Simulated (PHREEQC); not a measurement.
Solution (5 °C): 0.23 mol Mg(NO3)2, 0.00053 mol MnCl2 and 0.00072 mol Na2SO4 per kg of water. Closed to the air; pH follows from the charge balance.

Model: ion-association model, phreeqc.dat, run in PHREEQC.

Precipitation was switched off in this run.

Question: Order these Mn species by the share of Mn that they hold, largest first: Mn(NO3)2, Mn+2, MnSO4.

Answer: Mn+2 (94 %), Mn(NO3)2 (5.9 %), MnSO4 (0.12 %)

The pH is 6.69 and the ionic strength 0.692 mol/kgw. Species that the database lacks are ignored. Constants without temperature data keep their 25 °C values here.
